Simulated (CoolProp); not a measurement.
Methanol at several states: Z from the reference equation and from simpler models built on Tc = 513.4 K, pc = 82.16 bar, ω = 0.565; each cubic takes its own stable root.

Values from CoolProp's reference Helmholtz-energy equation of state, de Reuck 1993.

```tsv
T (K)	p (bar)	phase	reference	van der Waals	Soave-Redlich-Kwong
352.3	1.02	gas	___	___	0.9844
194.2	1.34	liquid	0.003001	0.006184	0.004018
320.2	16.2	liquid	0.02542	0.05201	___
512.5	0.14	gas	0.9995	0.9995	0.9994
```

**Question.** Complete the blanks.

**Answer.** 
- 352.3, reference: 0.9706
- 352.3, van der Waals: 0.9911
- 320.2, Soave-Redlich-Kwong: 0.03301
